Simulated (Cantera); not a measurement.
A Cantera script and what it prints.

```python
import numpy as np
import cantera as ct

gas_names = """
    H2O H2 N2O
""".split()
cond_names = """
    VN(s) V2O4(I) V2O4(II) V2O4(L)
""".split()


def load(file, names, dense=False):
    # The tables refer to 1 bar. Condensed volumes are neglected.
    table = {s.name: s for s in ct.Species.list_from_file(file)}
    out = []
    for n in names:
        d = dict(table[n].input_data)
        d["thermo"] = dict(d["thermo"], **{"reference-pressure": 1e5})
        if dense:
            d["equation-of-state"] = {"model": "constant-volume", "density": "1e6 g/cm^3"}
        out.append(ct.Species.from_dict(d))
    return out


species = {s.name: s for s in load("nasa_gas.yaml", gas_names) + load("nasa_condensed.yaml", cond_names)}
# Each term lists the table entries of one substance; the one whose range holds T is used.
reactions = {
    '2 VN + 5 H2O(g) = 5 H2(g) + N2O(g) + V2O4':
        [(-2, ['VN(s)']), (-5, ['H2O']), (5, ['H2']), (1, ['N2O']), (1, ['V2O4(I)', 'V2O4(II)', 'V2O4(L)'])],
}


def pick(names, T):
    return next(species[n] for n in names if species[n].thermo.min_temp <= T <= species[n].thermo.max_temp)


results = []
for label, terms in reactions.items():
    print(label)
    print("     T/K   dH/kJ  dS/(J/K)   dG/kJ   log10 K")
    for T in [1098, 1123, 1148, 1173, 1198, 1223]:
        used = [(nu, pick(names, T)) for nu, names in terms]
        dH = sum(nu * s.thermo.h(T) for nu, s in used) / 1e6
        dS = sum(nu * s.thermo.s(T) for nu, s in used) / 1e3
        dG = dH - T * dS / 1e3
        logK = -dG * 1e6 / (ct.gas_constant * T * np.log(10))
        results.append((label, T, dH, dS, dG, logK, [s.name for _, s in used]))
        print(f"{T:8g} {dH:8.1f} {dS:8.1f} {dG:8.1f} {logK:8.2f}")
```

Output:

```
2 VN + 5 H2O(g) = 5 H2(g) + N2O(g) + V2O4
     T/K   dH/kJ  dS/(J/K)   dG/kJ   log10 K
    1098    355.3     65.3    283.6   -13.49
    1123    356.6     66.4    282.0   -13.12
    1148    357.8     67.5    280.3   -12.75
    1173    359.0     68.5    278.6   -12.41
    1198    360.1     69.5    276.9   -12.07
    1223    361.3     70.4    275.1   -11.75
```

Source: NASA polynomial tables (part measured, part estimated), evaluated in Cantera. VN: taken at fixed stoichiometry. Condensed species are held in their standard states even where they would react or evaporate.
